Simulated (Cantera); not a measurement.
Feed: 1 mol SiHCl₃, 120 mol H₂, equilibrated at 24000 Pa.

Equilibrium computed with Cantera from the NASA thermochemical tables; the gas is ideal and each condensed phase is pure. Candidate condensed phases: Si; 19 gas species. The tables' values for SiCl₃ are old estimates; treat these amounts as uncertain. The numbers say what is thermodynamically allowed, not how fast it happens.

Question: At 950 °C, list the 5 most abundant gas species with their mole fractions, and the condensed phases.

Answer: H₂ 0.979, HCl 0.0191, SiCl₂ 0.000907, SiHCl₃ 0.000522, SiCl₄ 0.000330. Condensed: Si(s).
